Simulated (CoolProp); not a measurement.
Model: reference Helmholtz-energy equation of state, Thol 2019, in CoolProp.

**Question.** Give the vapour pressure (MPa), vapour density (kg/m³), liquid cp (kJ/(kg K)), surface tension (mN/m) of saturated decamethylcyclopentasiloxane (D5) at 322.7, 331.1 K.

**Answer.** 
```tsv
T (K)	p (MPa)	vapour density (kg/m³)	liquid cp (kJ/(kg K))	surface tension (mN/m)
322.7	0.000133	0.0185	1.74	16.2
331.1	0.000237	0.0319	1.75	15.6
```

Surface tension comes from a separate correlation (Mulero 2014), older than this fluid's equation and unchecked against measurements.
